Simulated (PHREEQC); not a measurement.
Make-up at 25 °C: 0.014 mol/kgw HF, 0.00066 mol/kgw H2SiF6 and 0.00022 mol/kgw HNO3. Closed to the air; pH follows from the charge balance.

The numbers come from PHREEQC with the ion-association model, phreeqc.dat.

Q: The ionic strength comes out as 0.00457 mol/kgw. What activity coefficients do SiF6-2, HF2-, F-, H+, NO3- get?

A: SiF6-2 0.75, HF2- 0.93, F- 0.93, H+ 0.94, NO3- 0.93.

Precipitation was switched off in this run. SiF6-2 is the database's only silicon fluoride.
